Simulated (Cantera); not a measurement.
A Cantera script and what it prints.

```python
import numpy as np
import cantera as ct

gas_names = """
    CL CL2 N N2 Si SiCL SiCL2 SiCL3 SiCL4 SiN Si2 Si2N Si3
""".split()
cond_names = """
    Si(cr) Si(L) Si3N4(a)
""".split()


# ... load() reads the species with a 1 bar reference pressure and builds the phases ...
atoms = {
    'SiCl4': {'Si': 1, 'CL': 4},
    'N2': {'N': 2},
}
top_T = {'Si3N4(a)': 2400}  # K; cautious upper limits of use, not melting points


# ... equilibrate(T, P, feed) seeds the gas with the atoms and calls Mixture.equilibrate('TP', solver="vcs", rtol=1e-11, max_steps=5000) ...
results = []
feed = {'SiCl4': 1, 'N2': 60}  # mol
P = 1000  # Pa
for T in [1150, 1200, 1250, 1300, 1350, 1400, 1450, 1500, 1550]:
    mix = equilibrate(T, P, feed)
    results.append((T, P, feed, dict(zip(mix.species_names, mix.species_moles))))

top = {s: max(r[3][s] / sum(r[3][g] for g in gas_names) for r in results) for s in gas_names}
cols = sorted((s for s in top if top[s] > 1e-06), key=lambda s: -top[s])[:5]
seen = [c for c in cond_names if any(r[3].get(c, 0) > 1e-12 for r in results)]
print("log10 of partial pressures in bar; condensed amounts in mol")
print(f"{'T/K':>10s}" + "".join(f"{s[:9]:>10s}" for s in cols + seen))
for T, P, feed, n in results:
    ng = sum(n[g] for g in gas_names)
    print(f"{T:10.4g}" + "".join(f"{np.log10(max(n[s] / ng * P / 1e5, 1e-99)):10.3f}" for s in cols)
          + "".join(f"{n.get(c, 0):10.4g}" for c in seen))
```

It prints:

```
log10 of partial pressures in bar; condensed amounts in mol
       T/K        N2     SiCL4        CL     SiCL3     SiCL2
      1150    -2.007    -3.786    -6.851    -6.843    -8.861
      1200    -2.007    -3.786    -6.474    -6.476    -8.223
      1250    -2.007    -3.787    -6.126    -6.142    -7.641
      1300    -2.007    -3.789    -5.801    -5.837    -7.110
      1350    -2.007    -3.793    -5.498    -5.559    -6.627
      1400    -2.007    -3.801    -5.214    -5.309    -6.189
      1450    -2.008    -3.813    -4.946    -5.084    -5.792
      1500    -2.008    -3.833    -4.695    -4.884    -5.434
      1550    -2.009    -3.866    -4.461    -4.711    -5.111
```

Equilibrium computed with Cantera from the NASA thermochemical tables; the gas is ideal and each condensed phase is pure. The tables' values for SiCl3 are old estimates; treat these amounts as uncertain.
